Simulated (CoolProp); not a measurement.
Saturation properties of ammonia (Tc = 405.6 K, pc = 11360 kPa, ω = 0.256).

The numbers come from the reference Helmholtz-energy equation of state, Gao 2020 in CoolProp.

| T (K) | p (kPa) | liquid density (kg/m³) | liquid conductivity (mW/(m K)) |
|---|---|---|---|
| 201.6 | ? | 726.8 | ? |
| 216.6 | 27.29 | 709.4 | 744 |
| 231.7 | ? | 691.5 | ? |
| 246.8 | 142.2 | 673.0 | 642 |
| 261.8 | ? | 653.8 | 594 |
| 276.9 | 492.8 | 633.5 | 548 |
| 292 | 826.0 | 612.1 | 504 |
| 307 | 1306 | ? | ? |
| 322.1 | 1978 | 564.8 | 419 |

Q: What belongs in the gaps?

A: 
- 201.6, p (kPa): 9.714
- 201.6, liquid conductivity (mW/(m K)): 799
- 231.7, p (kPa): 66.24
- 231.7, liquid conductivity (mW/(m K)): 692
- 261.8, p (kPa): 275.0
- 307, liquid density (kg/m³): 589.4
- 307, liquid conductivity (mW/(m K)): 461

It boils at 239.8 K under 1 atm.

Thermal conductivity comes from a separate model (Tufeu 1984).
